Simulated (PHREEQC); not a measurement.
Synthetic water in mg/L, 20 °C, pH 5.69, pe 11.7:

```
constituent            mg/L
------------------  -------
Na                    0.972
K                      2.79
Ca                     11.7
Mg                    0.551
Cl                     6.52
S(6) as SO4            11.1
Alkalinity as HCO3     20.6
Pb                   0.0406
B                   0.00188
```

Valence states are taken as typed.

All values are PHREEQC results (ion-association model, wateq4f.dat), not measurements.

Precipitation was switched off in this run.

Q: Estimate the charge-balance error.

A: charge-balance error -0.6 %.

Q: In which forms is Ca present?

A: Ca+2 98 %, CaSO4 1.5 % of the Ca.

Complexes and solids missing from the database can't appear.
